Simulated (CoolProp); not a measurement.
Vapour-liquid equilibrium of R141b (1) + n-pentane (2) at 0.151 MPa; x and y are mole fractions of (1).

Model: multi-fluid Helmholtz-energy mixture model, Lemmon 2006 and Thol 2019; pair parameters Bell 2016, in CoolProp.

```tsv
x	bubble temperature (K)	y at the bubble point	dew temperature at overall composition x (K)	liquid density (mol/L)
0.05	320.3	0.080	320.7	8.363
0.15	318.6	0.209	319.3	8.534
0.25	317.4	0.313	318.1	8.707
0.35	316.7	0.403	317.1	8.885
0.45	316.2	0.486	316.4	9.071
0.55	315.9	0.567	315.9	9.264
0.65	315.8	0.649	315.8	9.464
0.75	315.9	0.737	315.9	9.673
0.85	316.2	0.833	316.3	9.890
0.95	316.7	0.941	316.8	10.11
```

y crosses x between x = 0.55 and 0.65: the model has an azeotrope there.

The pair parameters rest on a limited set of measurements; away from them the model extrapolates.
